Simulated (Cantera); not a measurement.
Feed: 1 mol CH3OH, 60 mol H2, 31 mol N2, held at 100 Torr.

These are equilibrium values from Cantera (NASA tables, ideal gas, pure condensed phases), not measurements of a reactor. Candidate condensed phases: C, C6H6, C7H8, C8H18, H2O; 136 gas species. The numbers say what is thermodynamically allowed, not how fast it happens. All values below are at 2475 K.

Base state: H2 0.619, N2 0.322, H 0.0485, CO 0.0104, H2O 2.68e-5, HCN 2.45e-5 (mole fractions); condensed: gas only.

Problem. What changes in the equilibrium state with this change: CH3OH replaced by C2H5OH?

Solution. 
```tsv
species	before	after
H2	0.619	0.618
N2	0.322	0.314
H	0.0485	0.0484
HCN	2.45e-5	0.00831
CO	0.0104	0.0103
C2H2 (acetylene)	4.09e-9	0.000484
H2O	2.68e-5	7.71e-8
CN	1.07e-7	3.64e-5
HNC	2.78e-6	0.000945
```
